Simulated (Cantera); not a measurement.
# Ignition delay

Mixture: CH4 : C2H6 : C3H8 : O2 : N2 = 1 : 0.076 : 0.04 : 1.76 : 6.62 (molar parts), equivalence ratio 1.4, at 4.00 bar, adiabatic and at constant volume. Ignition delay is the time to a rise of 400 K.

Model: GRI-Mech 3.0 (53 species, 325 reactions), integrated in Cantera.

| T0 (K) | delay (ms) |
|---|---|
| 1275 | 1.03 |
| 1375 | 0.316 |
| 1475 | 0.110 |
| 1575 | 0.0442 |
| 1675 | 0.0206 |
| 1775 | 0.0110 |

* **apparent activation energy between 1575 and 1775 K**: 160 kJ/mol
